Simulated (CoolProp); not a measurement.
Properties of sulfur dioxide along the isotherm 481.5 K (Tc = 430.6 K, pc = 7.887 MPa, ω = 0.256).

Values from CoolProp's reference Helmholtz-energy equation of state, Gao 2016.

```json
[
 {"p (MPa)": "2.5", "phase": "gas", "density (kg/m³)": "43.36", "isothermal compressibility (1/MPa)": "0.4350"},
 {"p (MPa)": "5", "phase": "gas", "density (kg/m³)": "95.50", "isothermal compressibility (1/MPa)": "0.2426"},
 {"p (MPa)": "7.5", "phase": "gas", "density (kg/m³)": "161.4", "isothermal compressibility (1/MPa)": "0.1868"},
 {"p (MPa)": "10", "phase": "supercritical", "density (kg/m³)": "250.6", "isothermal compressibility (1/MPa)": "0.1692"},
 {"p (MPa)": "12.5", "phase": "supercritical", "density (kg/m³)": "379.3", "isothermal compressibility (1/MPa)": "0.1602"},
 {"p (MPa)": "15", "phase": "supercritical", "density (kg/m³)": "536.6", "isothermal compressibility (1/MPa)": "0.1093"},
 {"p (MPa)": "17.5", "phase": "supercritical", "density (kg/m³)": "656.5", "isothermal compressibility (1/MPa)": "0.05760"},
 {"p (MPa)": "20", "phase": "supercritical", "density (kg/m³)": "733.4", "isothermal compressibility (1/MPa)": "0.03422"},
 {"p (MPa)": "22.5", "phase": "supercritical", "density (kg/m³)": "786.9", "isothermal compressibility (1/MPa)": "0.02335"},
 {"p (MPa)": "25", "phase": "supercritical", "density (kg/m³)": "827.5", "isothermal compressibility (1/MPa)": "0.01745"},
 {"p (MPa)": "27.5", "phase": "supercritical", "density (kg/m³)": "860.2", "isothermal compressibility (1/MPa)": "0.01383"},
 {"p (MPa)": "30", "phase": "supercritical", "density (kg/m³)": "887.7", "isothermal compressibility (1/MPa)": "0.01142"},
 {"p (MPa)": "32.5", "phase": "supercritical", "density (kg/m³)": "911.3", "isothermal compressibility (1/MPa)": "0.009702"},
 {"p (MPa)": "35", "phase": "supercritical", "density (kg/m³)": "932.1", "isothermal compressibility (1/MPa)": "0.008423"}
]
```
